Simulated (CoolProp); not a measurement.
R123 at several states: density (kg/m³) from the reference equation and from simpler models built on Tc = 456.8 K, pc = 3.662 MPa, ω = 0.282; each cubic takes its own stable root.

The numbers come from the reference Helmholtz-energy equation of state, Younglove 1994 in CoolProp. It is a modified Benedict-Webb-Rubin equation, recast in Helmholtz form.

| T (K) | p (MPa) | phase | reference |
|---|---|---|---|
| 383.9 | 0.0213 | gas | 1.024 |
| 420.2 | 1.17 | gas | 61.64 |
| 308.3 | 0.158 | liquid | 1438 |
| 317 | 0.0223 | gas | 1.304 |

**Question.** How far does each simpler model (Redlich-Kwong, Peng-Robinson) lie from the reference over these 4 states: mean and median of the absolute difference, and the worst?

**Answer.** 
- Redlich-Kwong: mean 25.3 %, median 0.9 %, worst -99.3 % at 308.3 K and 0.158 MPa
- Peng-Robinson: mean 0.9 %, median 0.4 %, worst +2.7 % at 308.3 K and 0.158 MPa

At some of these states Redlich-Kwong gives the other phase, because its saturation line lies elsewhere.
